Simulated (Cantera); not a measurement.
**Adiabatic ignition**

An adiabatic, constant-pressure homogeneous reactor starts with CH3OH : O2 : N2 : H2O = 1 : 1.15 : 4.34 : 0.16 (molar parts), equivalence ratio 1.3, at 1300 K and 1000000 Pa.

Detailed kinetics in Cantera: GRI-Mech 3.0 (53 species, 325 reactions). GRI-Mech 3.0 was tuned for natural gas; its chemistry of methanol as a main component is partial and can be far from experiment.

```
t (s)     T (K)  x CH3OH     x O2   x H2O    x H2O2       x O
--------  -----  -------  -------  ------  --------  --------
2.00e-6    1300    0.150    0.173  0.0241  6.45e-10  2.48e-10
7.02e-6    1300    0.150    0.173  0.0241   1.90e-8  2.60e-10
2.46e-5    1300    0.150    0.173  0.0241   4.99e-7  2.93e-10
8.65e-5    1300    0.150    0.173  0.0242   8.19e-6  6.20e-10
0.000304   2739   <1e-12  0.00203   0.244   4.14e-7  0.000688
0.00107    2742   <1e-12  0.00150   0.245   3.40e-7  0.000529
0.00374    2740   <1e-12  0.00147   0.245   3.35e-7  0.000519
0.0131     2740   <1e-12  0.00147   0.245   3.35e-7  0.000519
0.0461     2740   <1e-12  0.00147   0.245   3.35e-7  0.000519
0.162      2740   <1e-12  0.00147   0.245   3.35e-7  0.000519
0.568      2740   <1e-12  0.00147   0.245   3.35e-7  0.000519
1.99       2740   <1e-12  0.00147   0.245   3.35e-7  0.000519
7.00       2740   <1e-12  0.00147   0.245   3.35e-7  0.000519
```
x: mole fraction; the columns are a selection and need not sum to one.

```yaml
time_of_steepest_temperature_rise: 0.285 ms
temperature at 7.00 s: 2740 K
equilibrium_temperature: 2740 K
x(CH3OH) at 7.00 s: <1e-12 (gas-phase equilibrium <1e-12)
x(O2) at 7.00 s: 0.00147 (gas-phase equilibrium 0.00147)
x(H2O) at 7.00 s: 0.245 (gas-phase equilibrium 0.245)
```
